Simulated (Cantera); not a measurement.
A closed system holds: 1 mol Fe₂O₃, 1.1 mol C, 0.13 mol H₂, at 652 °C and 0.105 Torr.

Method: chemical equilibrium by Gibbs-energy minimisation in Cantera with the NASA 1993 tables (ideal gas, pure condensed phases). Candidate condensed phases: C, C₆H₆, C₇H₈, C₈H₁₈, Fe, Fe(CO)₅, FeO, Fe(OH)₂, Fe(OH)₃, Fe₂O₃, Fe₃O₄, H₂O; 114 gas species. The tables' stoichiometric FeO is somewhat more stable than real wüstite, so its field is too wide. FeO: taken at fixed stoichiometry. The numbers say what is thermodynamically allowed, not how fast it happens.

Base state: CO 0.691, CO₂ 0.204, H₂ 0.0922, H₂O 0.0134 (mole fractions); condensed: Fe(α) + FeO(s).

Q: What changes in the equilibrium state with this change: H₂ from 0.13 to 0.3 mol?

A: 
```
species      before   after
-----------  ------  ------
CO            0.691   0.607
H₂           0.0922   0.187
CO₂           0.204   0.179
H₂O          0.0134  0.0273
Fe(α), mol    0.367   0.389
FeO(s), mol    1.63    1.61
```
